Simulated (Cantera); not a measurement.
An adiabatic, constant-volume homogeneous reactor starts with CH4 : H2 : O2 : N2 : H2O = 1 : 0.55 : 3.16 : 30.6 : 0.72 (molar parts), equivalence ratio 0.72, at 1573 K and 100000 Pa. Integrator tolerance rtol = 1e-08.

Detailed kinetics in Cantera: GRI-Mech 3.0 (53 species, 325 reactions).

### Question
What does this change do: initial temperature 1573 to 1773 K?

### Answer
| quantity | before | after |
|---|---|---|
| time of steepest temperature rise | 0.279 ms | 0.101 ms |
| temperature at 7.00 s | 2369 K | 2497 K |
| equilibrium temperature | 2369 K | 2497 K |
| x(CH4) at 7.00 s | <1e-12 (gas-phase equilibrium <1e-12) | <1e-12 (gas-phase equilibrium <1e-12) |
| x(H2) at 7.00 s | 0.00147 (gas-phase equilibrium 0.00147) | 0.00281 (gas-phase equilibrium 0.00281) |
| x(O2) at 7.00 s | 0.0221 (gas-phase equilibrium 0.0221) | 0.0221 (gas-phase equilibrium 0.0221) |
| x(HO2) at 7.00 s | 1.91e-6 (gas-phase equilibrium 1.91e-6) | 2.62e-6 (gas-phase equilibrium 2.62e-6) |
| x(CO2) at 7.00 s | 0.0254 (gas-phase equilibrium 0.0254) | 0.0230 (gas-phase equilibrium 0.0230) |
| x(NO) at 7.00 s | 0.00610 (gas-phase equilibrium 0.00610) | 0.00772 (gas-phase equilibrium 0.00772) |
| x(CH3) at 7.00 s | <1e-12 (gas-phase equilibrium <1e-12) | <1e-12 (gas-phase equilibrium <1e-12) |

### Question
What does this change do: initial temperature 1573 to 1750 K?

### Answer
```tsv
quantity	before	after
time of steepest temperature rise	0.279 ms	0.112 ms
temperature at 7.00 s	2369 K	2483 K
equilibrium temperature	2369 K	2483 K
x(CH4) at 7.00 s	<1e-12 (gas-phase equilibrium <1e-12)	<1e-12 (gas-phase equilibrium <1e-12)
x(H2) at 7.00 s	0.00147 (gas-phase equilibrium 0.00147)	0.00263 (gas-phase equilibrium 0.00263)
x(O2) at 7.00 s	0.0221 (gas-phase equilibrium 0.0221)	0.0221 (gas-phase equilibrium 0.0221)
x(HO2) at 7.00 s	1.91e-6 (gas-phase equilibrium 1.91e-6)	2.54e-6 (gas-phase equilibrium 2.54e-6)
x(CO2) at 7.00 s	0.0254 (gas-phase equilibrium 0.0254)	0.0233 (gas-phase equilibrium 0.0233)
x(NO) at 7.00 s	0.00610 (gas-phase equilibrium 0.00610)	0.00753 (gas-phase equilibrium 0.00753)
x(CH3) at 7.00 s	<1e-12 (gas-phase equilibrium <1e-12)	<1e-12 (gas-phase equilibrium <1e-12)
```
